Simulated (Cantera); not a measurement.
Input (Python, Cantera) and output of one run.

```python
import numpy as np
import cantera as ct

gas_names = """
    C CH CH2 CH3 CH2OH CH3O CH4 CH3OH CO COS CO2 COOH CS CS2 C2 C2H CHCO,ketyl C2H2,acetylene
    C2H2,vinylidene CH2CO,ketene C2H3,vinyl CH3CO,acetyl C2H4 C2H4O,ethylen CH3CHO,ethanal CH3COOH
    (HCOOH)2 C2H5 C2H6 CH3OCH3 C2H5OH C2O C3 C3H3,propargyl C3H4,allene C3H4,propyne C3H4,cyclo-
    C3H5,allyl C3H6,propylene C3H6,cyclo- C3H6O C3H7,n-propyl C3H7,i-propyl C3H8 C3H8O,1propanol
    C3H8O,2propanol C3O2 C4 C4H2 C4H4,1,3-cyclo- C4H6,butadiene C4H6,2-butyne C4H6,cyclo- C4H8,1-butene
    C4H8,cis2-buten C4H8,tr2-butene C4H8,isobutene C4H8,cyclo- (CH3COOH)2 C4H9,n-butyl C4H9,i-butyl
    C4H9,s-butyl C4H9,t-butyl C4H10,isobutane C4H10,n-butane C5 C5H6,1,3cyclo- C5H8,cyclo-
    C5H10,1-pentene C5H10,cyclo- C5H11,pentyl C5H11,t-pentyl C5H12,n-pentane C5H12,i-pentane
    CH3C(CH3)2CH3 C6H2 C6H5,phenyl C6H5O,phenoxy C6H6 C6H5OH,phenol C6H10,cyclo- C6H12,1-hexene
    C6H12,cyclo- C6H13,n-hexyl C7H7,benzyl C7H8 C7H8O,cresol C7H14,1-heptene C7H15,n-heptyl
    C7H16,n-heptane C8H8,styrene C8H10,ethylbenz C8H16,1-octene C8H17,n-octyl C8H18,isooctane
    C8H18,n-octane C9H19,n-nonyl C10H8,naphthale C10H21,n-decyl C12H9,o-bipheny C12H10,bipheny H HCO HO2
    H2 HCHO,formaldehy HCOOH H2O H2O2 H2S H2SO4 Na NaH NaO NaOH Na2 Na2O Na2O2H2 Na2SO4 O OH O2 O3 S SH
    SO SO2 SO3 S2 S2O S8
""".split()
cond_names = """
    C(gr) C6H6(L) C7H8(L) C8H18(L),n-octa H2O(s) H2O(L) H2SO4(L) Na(cr) Na(L) NaOH(a) NaOH(L) NaO2(s)
    Na2CO3(I) Na2CO3(II) Na2CO3(L) Na2O(c) Na2O(a) Na2O(L) Na2O2(a) Na2O2(b) Na2S(1) Na2S(2) Na2S(L)
    Na2SO4(V) Na2SO4(IV) Na2SO4(I) Na2SO4(L) S(cr1) S(cr2) S(L)
""".split()


def load(file, names, dense=False):
    # The tables refer to 1 bar. Condensed volumes are neglected.
    table = {s.name: s for s in ct.Species.list_from_file(file)}
    out = []
    for n in names:
        d = dict(table[n].input_data)
        d["thermo"] = dict(d["thermo"], **{"reference-pressure": 1e5})
        if dense:
            d["equation-of-state"] = {"model": "constant-volume", "density": "1e6 g/cm^3"}
        out.append(ct.Species.from_dict(d))
    return out


gas = ct.Solution(thermo="ideal-gas", species=load("nasa_gas.yaml", gas_names))
cond = {s.name: ct.Solution(thermo="fixed-stoichiometry", species=[s], name=s.name)
        for s in load("nasa_condensed.yaml", cond_names, dense=True)}
atoms = {
    'Na2CO3': {'Na': 2, 'C': 1, 'O': 3},
    'SO2': {'S': 1, 'O': 2},
    'CO2': {'C': 1, 'O': 2},
    'H2S': {'H': 2, 'S': 1},
}
top_T = {'C(gr)': 4500, 'NaO2(s)': 800, 'Na2O2(b)': 940}  # K; cautious upper limits of use, not melting points


def equilibrate(T, P, feed):
    n = {}
    for name, mol in feed.items():
        for a, k in atoms[name].items():
            n[a] = n.get(a, 0.0) + k * mol
    gas.TPX = T, P, n
    mass = sum(n.values()) * gas.mean_molecular_weight
    gas.equilibrate("TP")
    valid = [c for c in cond.values() if c.min_temp <= T <= top_T.get(c.name, c.max_temp)]
    mix = ct.Mixture([(gas, mass / gas.mean_molecular_weight)] + [(c, 0.0) for c in valid])
    mix.T, mix.P = T, P
    mix.equilibrate("TP", solver="vcs", rtol=1e-11, max_steps=5000)
    return mix


results = []
feed = {'Na2CO3': 1, 'SO2': 0.37, 'CO2': 0.19, 'H2S': 0.089}  # mol
P = 1000  # Pa
for T in [850, 900, 950, 1000, 1050, 1100, 1150]:
    mix = equilibrate(T, P, feed)
    results.append((T, P, feed, dict(zip(mix.species_names, mix.species_moles))))
    x = sorted(zip(gas.X, gas.species_names), reverse=True)
    print(f"T = {T:g} K  P = {P:g} Pa  gas = {mix.phase_moles(0):.4g} mol")
    print("   x: " + "  ".join(f"{s} {v:.3e}" for v, s in x if v > 0.001))
    print("   condensed (mol): " + ("  ".join(f"{mix.phase(i).name} {mix.phase_moles(i):.4g}"
          for i in range(1, mix.n_phases) if mix.phase_moles(i) > 1e-12) or "none"))
```

Result:

```
T = 850 K  P = 1000 Pa  gas = 0.7233 mol
   x: CO2 8.552e-01  H2O 9.845e-02  CO 1.931e-02  H2S 1.781e-02  H2 6.788e-03  COS 1.635e-03
   condensed (mol): Na2CO3(II) 0.5563  Na2S(1) 0.1618  Na2SO4(I) 0.2819
T = 900 K  P = 1000 Pa  gas = 0.7324 mol
   x: CO2 8.524e-01  H2O 1.078e-01  CO 2.492e-02  H2 7.245e-03  H2S 6.521e-03
   condensed (mol): Na2CO3(II) 0.5469  Na2S(1) 0.1699  Na2SO4(I) 0.2832
T = 950 K  P = 1000 Pa  gas = 0.7357 mol
   x: CO2 8.471e-01  H2O 1.111e-01  CO 3.126e-02  H2 7.343e-03  H2S 2.539e-03
   condensed (mol): Na2CO3(II) 0.5435  Na2S(1) 0.172  Na2SO4(I) 0.2845
T = 1000 K  P = 1000 Pa  gas = 0.737 mol
   x: CO2 8.404e-01  H2O 1.123e-01  CO 3.831e-02  H2 7.349e-03  H2S 1.077e-03
   condensed (mol): Na2CO3(II) 0.5423  Na2S(1) 0.172  Na2SO4(I) 0.2857
T = 1050 K  P = 1000 Pa  gas = 0.7376 mol
   x: CO2 8.327e-01  H2O 1.128e-01  CO 4.603e-02  H2 7.344e-03
   condensed (mol): Na2CO3(II) 0.5418  Na2S(1) 0.1711  Na2SO4(I) 0.2871
T = 1100 K  P = 1000 Pa  gas = 0.7381 mol
   x: CO2 8.240e-01  H2O 1.129e-01  CO 5.435e-02  H2 7.346e-03
   condensed (mol): Na2CO3(II) 0.5416  Na2S(1) 0.1697  Na2SO4(I) 0.2885
T = 1150 K  P = 1000 Pa  gas = 0.7395 mol
   x: CO2 8.140e-01  H2O 1.126e-01  CO 6.312e-02  H2 7.342e-03  Na 1.089e-03  SO2 1.021e-03
   condensed (mol): Na2CO3(L) 0.5413  Na2S(1) 0.168  Na2SO4(I) 0.29
```

These are equilibrium values from Cantera (NASA tables, ideal gas, pure condensed phases), not measurements of a reactor. Mutual solubility and eutectic melting of coexisting phases are not modelled. Gases not in the tables: S3 to S7.
